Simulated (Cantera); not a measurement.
Mixture: CH4 : H2 : O2 : N2 : CO2 = 1 : 0.51 : 1.33 : 4.11 : 0.34 (molar parts), equivalence ratio 1.7, at 750 Torr, adiabatic and at constant pressure. Ignition delay is the time to a rise of 400 K.

Detailed kinetics in Cantera: GRI-Mech 3.0 (53 species, 325 reactions).

At T0 = 1675 K, what is the delay, and which 8 reactions control it most (d ln τ / d ln k, from doubling and halving each rate constant)?

The delay is 0.102 ms.
| reaction | d ln τ / d ln k | faster rate |
|---|---|---|
| H + O2 <=> O + OH | -0.80 | shortens it |
| CH4 + H <=> CH3 + H2 | 0.19 | lengthens it |
| 2 CH3 (+M) <=> C2H6 (+M) | 0.14 | lengthens it |
| CH3 + O2 <=> CH3O + O | -0.14 | shortens it |
| CH4 + OH <=> CH3 + H2O | 0.13 | lengthens it |
| H2 + OH <=> H + H2O | -0.12 | shortens it |
| CH3 + HO2 <=> CH3O + OH | -0.08 | shortens it |
| 2 CH3 <=> C2H5 + H | -0.08 | shortens it |
